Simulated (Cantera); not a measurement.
A Cantera script and what it prints.

```python
import numpy as np
import cantera as ct

gas_names = """
    C CH CH2 CH3 CH2OH CH3O CH4 CH3OH CO CO2 COOH C2 C2H CHCO,ketyl C2H2,acetylene C2H2,vinylidene
    CH2CO,ketene C2H3,vinyl CH3CO,acetyl C2H4 C2H4O,ethylen CH3CHO,ethanal CH3COOH (HCOOH)2 C2H5 C2H6
    CH3OCH3 C2H5OH C2O C3 C3H3,propargyl C3H4,allene C3H4,propyne C3H4,cyclo- C3H5,allyl C3H6,propylene
    C3H6,cyclo- C3H6O C3H7,n-propyl C3H7,i-propyl C3H8 C3H8O,1propanol C3H8O,2propanol C3O2 C4 C4H2
    C4H4,1,3-cyclo- C4H6,butadiene C4H6,2-butyne C4H6,cyclo- C4H8,1-butene C4H8,cis2-buten
    C4H8,tr2-butene C4H8,isobutene C4H8,cyclo- (CH3COOH)2 C4H9,n-butyl C4H9,i-butyl C4H9,s-butyl
    C4H9,t-butyl C4H10,isobutane C4H10,n-butane C5 C5H6,1,3cyclo- C5H8,cyclo- C5H10,1-pentene
    C5H10,cyclo- C5H11,pentyl C5H11,t-pentyl C5H12,n-pentane C5H12,i-pentane CH3C(CH3)2CH3 C6H2
    C6H5,phenyl C6H5O,phenoxy C6H6 C6H5OH,phenol C6H10,cyclo- C6H12,1-hexene C6H12,cyclo- C6H13,n-hexyl
    C7H7,benzyl C7H8 C7H8O,cresol C7H14,1-heptene C7H15,n-heptyl C7H16,n-heptane C8H8,styrene
    C8H10,ethylbenz C8H16,1-octene C8H17,n-octyl C8H18,isooctane C8H18,n-octane C9H19,n-nonyl
    C10H8,naphthale C10H21,n-decyl C12H9,o-bipheny C12H10,bipheny Fe FeC5O5 FeO Fe(OH)2 H HCO HO2 H2
    HCHO,formaldehy HCOOH H2O H2O2 O OH O2 O3
""".split()
cond_names = """
    C(gr) C6H6(L) C7H8(L) C8H18(L),n-octa Fe(a) Fe(c) Fe(d) Fe(L) FeC5O5(L) FeO(s) FeO(L) Fe(OH)2(s)
    Fe(OH)3(s) Fe2O3(s) Fe3O4(s) H2O(s) H2O(L)
""".split()


def load(file, names, dense=False):
    # The tables refer to 1 bar. Condensed volumes are neglected.
    table = {s.name: s for s in ct.Species.list_from_file(file)}
    out = []
    for n in names:
        d = dict(table[n].input_data)
        d["thermo"] = dict(d["thermo"], **{"reference-pressure": 1e5})
        if dense:
            d["equation-of-state"] = {"model": "constant-volume", "density": "1e6 g/cm^3"}
        out.append(ct.Species.from_dict(d))
    return out


gas = ct.Solution(thermo="ideal-gas", species=load("nasa_gas.yaml", gas_names))
cond = {s.name: ct.Solution(thermo="fixed-stoichiometry", species=[s], name=s.name)
        for s in load("nasa_condensed.yaml", cond_names, dense=True)}
atoms = {
    'Fe2O3': {'Fe': 2, 'O': 3},
    'CH4': {'C': 1, 'H': 4},
    'CO': {'C': 1, 'O': 1},
}
top_T = {'C(gr)': 4500, 'Fe2O3(s)': 1830, 'Fe3O4(s)': 1870}  # K; cautious upper limits of use, not melting points


def equilibrate(T, P, feed):
    n = {}
    for name, mol in feed.items():
        for a, k in atoms[name].items():
            n[a] = n.get(a, 0.0) + k * mol
    gas.TPX = T, P, n
    mass = sum(n.values()) * gas.mean_molecular_weight
    gas.equilibrate("TP")
    valid = [c for c in cond.values() if c.min_temp <= T <= top_T.get(c.name, c.max_temp)]
    mix = ct.Mixture([(gas, mass / gas.mean_molecular_weight)] + [(c, 0.0) for c in valid])
    mix.T, mix.P = T, P
    mix.equilibrate("TP", solver="vcs", rtol=1e-11, max_steps=5000)
    return mix


results = []
feed = {'Fe2O3': 1, 'CH4': 1.2, 'CO': 0.26}  # mol
for P in [10, 68, 460, 3200, 22000, 150000, 1000000]:
    for T in [1923, 1973, 2023, 2073, 2123, 2173, 2223, 2273, 2323, 2373, 2423]:
        mix = equilibrate(T, P, feed)
        results.append((T, P, feed, dict(zip(mix.species_names, mix.species_moles))))

for T, P, feed, n in results:
    print(f"{T:7g} {P:10.4g}  " + (" + ".join(c for c in cond_names if n.get(c, 0) > 1e-12) or "gas only"))
```

Result:

```
   1923         10  gas only
   1973         10  gas only
   2023         10  gas only
   2073         10  gas only
   2123         10  gas only
   2173         10  gas only
   2223         10  gas only
   2273         10  gas only
   2323         10  gas only
   2373         10  gas only
   2423         10  gas only
   1923         68  FeO(L)
   1973         68  FeO(L)
   2023         68  FeO(L)
   2073         68  gas only
   2123         68  gas only
   2173         68  gas only
   2223         68  gas only
   2273         68  gas only
   2323         68  gas only
   2373         68  gas only
   2423         68  gas only
   1923        460  Fe(L) + FeO(L)
   1973        460  Fe(L) + FeO(L)
   2023        460  Fe(L) + FeO(L)
   2073        460  Fe(L) + FeO(L)
   2123        460  FeO(L)
   2173        460  FeO(L)
   2223        460  FeO(L)
   2273        460  gas only
   2323        460  gas only
   2373        460  gas only
   2423        460  gas only
   1923       3200  Fe(L) + FeO(L)
   1973       3200  Fe(L) + FeO(L)
   2023       3200  Fe(L) + FeO(L)
   2073       3200  Fe(L) + FeO(L)
   2123       3200  Fe(L) + FeO(L)
   2173       3200  Fe(L) + FeO(L)
   2223       3200  Fe(L) + FeO(L)
   2273       3200  Fe(L) + FeO(L)
   2323       3200  FeO(L)
   2373       3200  FeO(L)
   2423       3200  FeO(L)
   1923    2.2e+04  Fe(L) + FeO(L)
   1973    2.2e+04  Fe(L) + FeO(L)
   2023    2.2e+04  Fe(L) + FeO(L)
   2073    2.2e+04  Fe(L) + FeO(L)
   2123    2.2e+04  Fe(L) + FeO(L)
   2173    2.2e+04  Fe(L) + FeO(L)
   2223    2.2e+04  Fe(L) + FeO(L)
   2273    2.2e+04  Fe(L) + FeO(L)
   2323    2.2e+04  Fe(L) + FeO(L)
   2373    2.2e+04  Fe(L) + FeO(L)
   2423    2.2e+04  Fe(L) + FeO(L)
   1923    1.5e+05  Fe(L) + FeO(L)
   1973    1.5e+05  Fe(L) + FeO(L)
   2023    1.5e+05  Fe(L) + FeO(L)
   2073    1.5e+05  Fe(L) + FeO(L)
   2123    1.5e+05  Fe(L) + FeO(L)
   2173    1.5e+05  Fe(L) + FeO(L)
   2223    1.5e+05  Fe(L) + FeO(L)
   2273    1.5e+05  Fe(L) + FeO(L)
   2323    1.5e+05  Fe(L) + FeO(L)
   2373    1.5e+05  Fe(L) + FeO(L)
   2423    1.5e+05  Fe(L) + FeO(L)
   1923      1e+06  Fe(L) + FeO(L)
   1973      1e+06  Fe(L) + FeO(L)
   2023      1e+06  Fe(L) + FeO(L)
   2073      1e+06  Fe(L) + FeO(L)
   2123      1e+06  Fe(L) + FeO(L)
   2173      1e+06  Fe(L) + FeO(L)
   2223      1e+06  Fe(L) + FeO(L)
   2273      1e+06  Fe(L) + FeO(L)
   2323      1e+06  Fe(L) + FeO(L)
   2373      1e+06  Fe(L) + FeO(L)
   2423      1e+06  Fe(L) + FeO(L)
```

These are equilibrium values from Cantera (NASA tables, ideal gas, pure condensed phases), not measurements of a reactor. Each liquid is taken as pure. Mutual solubility and eutectic melting of coexisting phases are not modelled. The tables' stoichiometric FeO is somewhat more stable than real wüstite, so its field is too wide. FeO: taken at fixed stoichiometry.
